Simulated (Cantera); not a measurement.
# Adiabatic ignition

An adiabatic, constant-pressure homogeneous reactor starts with CH₄ : C₂H₆ : C₃H₈ : O₂ : N₂ : H₂O = 1 : 0.094 : 0.1 : 1.41 : 5.32 : 0.21 (molar parts), equivalence ratio 2.0, at 1150 K and 2.10 bar.

Computed with Cantera and GRI-Mech 3.0 (53 species, 325 reactions).

```tsv
t (s)	T (K)	x CH₄	x C₂H₆	x C₃H₈	x CH₃	x CO₂
1.00e-6	1150	0.123	0.0116	0.0123	2.45e-8	<1e-12
4.19e-6	1150	0.123	0.0116	0.0123	1.06e-7	<1e-12
1.76e-5	1150	0.123	0.0116	0.0123	4.51e-7	<1e-12
7.37e-5	1150	0.123	0.0116	0.0123	1.83e-6	6.93e-12
0.000309	1150	0.123	0.0115	0.0123	7.35e-6	7.46e-10
0.00129	1151	0.123	0.0115	0.0122	1.89e-5	5.74e-8
0.00543	1162	0.121	0.0107	0.0109	3.57e-5	3.21e-6
0.0228	2224	2.09e-10	<1e-12	<1e-12	4.44e-11	0.0212
0.0954	2224	1.97e-10	<1e-12	<1e-12	4.19e-11	0.0212
0.400	2224	1.96e-10	<1e-12	<1e-12	4.17e-11	0.0212
```
x: mole fraction; the columns are a selection and need not sum to one.

```yaml
time_of_steepest_temperature_rise: 8.48 ms
temperature at 0.400 s: 2224 K
equilibrium_temperature: 2224 K
x(CH₄) at 0.400 s: 1.96e-10 (gas-phase equilibrium 2.23e-10)
x(C₂H₆) at 0.400 s: <1e-12 (gas-phase equilibrium <1e-12)
x(C₃H₈) at 0.400 s: <1e-12 (gas-phase equilibrium <1e-12)
```
